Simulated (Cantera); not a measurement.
Charge: 1 mol TiO2, 0.88 mol H2, 0.3 mol H2O, held at 101000 Pa.

Method: chemical equilibrium by Gibbs-energy minimisation in Cantera with the NASA 1993 tables (ideal gas, pure condensed phases). Candidate condensed phases: H2O, Ti, TiO, TiO2, Ti2O3, Ti3O5, Ti4O7; 12 gas species. Gases not in the tables: TiO(OH)2. Equilibrium is a limit: real reactors are often held back by kinetics, nucleation or transport. All values below are at 1623 K.

Base state: H2 0.746, H2O 0.254, H 5.93e-5 (mole fractions); condensed: TiO2(rutile).

Q: What changes in the equilibrium state with this change: TiO2 replaced by SiO2?

A: 
```
species               before    after
-------------------  -------  -------
H2                     0.746    0.746
H2O                    0.254    0.254
H                    5.93e-5  5.93e-5
TiO2(rutile), mol       1.00        0
SiO2(β-quartz), mol        0     1.00
```
The tables hold silica as quartz up to 1696 K and as liquid above; real silica turns to tridymite and cristobalite and melts near 1996 K. Gases not in the tables: Si(OH)4. Further candidate phases: Si, SiO2.
